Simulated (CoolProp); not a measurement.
Vapour-liquid equilibrium of ethane (1) + CHF3 (R23) (2) at 0.605 MPa; x and y are mole fractions of (1).

Model: multi-fluid Helmholtz-energy mixture model, Bücker 2006 and Penoncello 2003; pair parameters Bell 2016, in CoolProp.

| x | bubble temperature, mixture model (K) | bubble temperature, Raoult's law (K) | y, mixture model | y, Raoult's law |
|---|---|---|---|---|
| 0.05 | 223.1 | 228.9 | 0.224 | 0.056 |
| 0.15 | 217.2 | 228.6 | 0.422 | 0.165 |
| 0.25 | 215.3 | 228.3 | 0.488 | 0.273 |
| 0.35 | 214.7 | 227.9 | 0.513 | 0.378 |
| 0.45 | 214.5 | 227.6 | 0.526 | 0.480 |
| 0.55 | 214.5 | 227.3 | 0.537 | 0.580 |
| 0.65 | 214.6 | 226.9 | 0.555 | 0.678 |
| 0.75 | 215.2 | 226.6 | 0.589 | 0.773 |
| 0.85 | 216.8 | 226.3 | 0.662 | 0.865 |
| 0.95 | 221.3 | 225.9 | 0.831 | 0.956 |

The largest gap from Raoult's law is -13.2 K in bubble temperature, at x = 0.35. y crosses x between x = 0.45 and 0.55: the model has an azeotrope there.

Pair parameters are fitted to limited data, so mixtures are less certain than the pure fluids. With so large a gap from Raoult's law the liquid may split in two, which this calculation doesn't test in full.
